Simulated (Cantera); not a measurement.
# Thermal oxidation and active oxidation of silicon: Si + N2O + H2

Charge: 1 mol Si, 0.032 mol N2O, 540 mol H2, at 74.0 mbar.

These are equilibrium values from Cantera (NASA tables, ideal gas, pure condensed phases), not measurements of a reactor. Candidate condensed phases: H2O, Si, SiO2, Si2N2O, Si3N4; 35 gas species. Mutual solubility and eutectic melting of coexisting phases are not modelled. Equilibrium is a limit: real reactors are often held back by kinetics, nucleation or transport.

From 702 °C to 1202 °C the condensed part is Si(s) + Si2N2O(s). At 1302 °C the condensed part is Si(s). The main Si-bearing gas is SiH4 at 702 °C and SiO at 1302 °C.

```
T (°C)   x H2       x H      x N2     x SiO  n Si(s)  n Si2N2O(s)
------  -----  --------  --------  --------  -------  -----------
702      1.00   4.20e-9    <1e-12  9.69e-12    0.936       0.0320
802      1.00   5.39e-8  1.15e-10  2.50e-10    0.936       0.0320
902     1.000   4.51e-7   8.64e-9   9.28e-9    0.936       0.0320
1002    1.000   2.71e-6   2.50e-7   2.52e-7    0.936       0.0319
1102    1.000   1.26e-5   4.29e-6   4.29e-6    0.938       0.0297
1202    1.000   4.77e-5   4.95e-5   4.95e-5    0.962      0.00527
1302    1.000  0.000153   5.92e-5   5.92e-5    0.965            0
```
x: gas mole fraction; n: condensed amount in mol.
